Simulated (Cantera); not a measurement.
Charge: 1 mol HBr, 0.085 mol O2, 33 mol N2, held at 2602 °C and 750 Torr.

These are equilibrium values from Cantera (NASA tables, ideal gas, pure condensed phases), not measurements of a reactor. Candidate condensed phases: Br2, H2O; 27 gas species. Kinetics and transport are ignored.

Base state: N2 0.952, Br 0.0259, H 0.00834, H2 0.00622, HBr 0.00292, H2O 0.00215, NO 0.000974, OH 0.000864 (mole fractions); condensed: gas only.

Problem. What changes in the equilibrium state with this change: temperature from 2602 °C to 2252 °C?

Solution. 
| species | before | after |
|---|---|---|
| N2 | 0.952 | 0.958 |
| Br | 0.0259 | 0.0228 |
| HBr | 0.00292 | 0.00626 |
| H | 0.00834 | 0.00216 |
| O | 0.000722 | 7.79e-5 |
| O2 | 9.94e-5 | 2.27e-5 |
| NO | 0.000974 | 0.000275 |
| OH | 0.000864 | 0.000327 |
| H2O | 0.00215 | 0.00421 |

Problem. What changes in the equilibrium state with this change: pressure from 750 Torr to 97500 Torr?

Solution. 
```tsv
species	before	after
N2	0.952	0.962
Br	0.0259	0.0152
HBr	0.00292	0.0137
Br2	3.22e-6	0.000144
O	0.000722	2.29e-5
H	0.00834	0.000512
O2	9.94e-5	1.30e-5
```
The ideal-gas law is rough above about 30 bar.

Problem. What changes in the equilibrium state with this change: temperature from 2602 °C to 1375 °C?

Solution. 
| species | before | after |
|---|---|---|
| N2 | 0.952 | 0.966 |
| HBr | 0.00292 | 0.0191 |
| Br | 0.0259 | 0.00967 |
| O | 0.000722 | 1.28e-8 |
| H | 0.00834 | 9.45e-7 |
| OH | 0.000864 | 1.87e-6 |
